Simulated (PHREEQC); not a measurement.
Acid rinse or clean

Consider water at 25 °C with 12 mmol/kgw H2SO4 and 1.4 mmol/kgw AlCl3. Closed to the air; pH follows from the charge balance.

All values are PHREEQC results (ion-association model, wateq4f.dat), not measurements.

Each row changes one thing in this solution. No solid was allowed to form.

```csv
case,pH,ionic strength (mol/kgw)
as made,1.79,0.0268
0.0058 mol/kgw HBr added,(withheld),0.0317
diluted 2-fold with water,(withheld),(withheld)
H2SO4 left out,4.02,0.00820
AlCl3 left out,1.80,0.0240
AlCl3 replaced by LiCl at the same molality,1.80,0.0254
diluted 100-fold with water,(withheld),0.000421
AlCl3 from 0.0014 to 0.0028 mol/kgw,1.78,(withheld)
temperature from 25 to 30 °C,1.79,0.0262
```

### Question
Some entries are withheld; supply them.

### Answer

- 0.0058 mol/kgw HBr added, pH: 1.68
- diluted 2-fold with water, pH: 2.05
- diluted 2-fold with water, ionic strength (mol/kgw): 0.0148
- diluted 100-fold with water, pH: 3.63
- AlCl3 from 0.0014 to 0.0028 mol/kgw, ionic strength (mol/kgw): 0.0300

Some of these states are supersaturated (in Gibbsite (slow to form), Boehmite (slow to form), for instance).
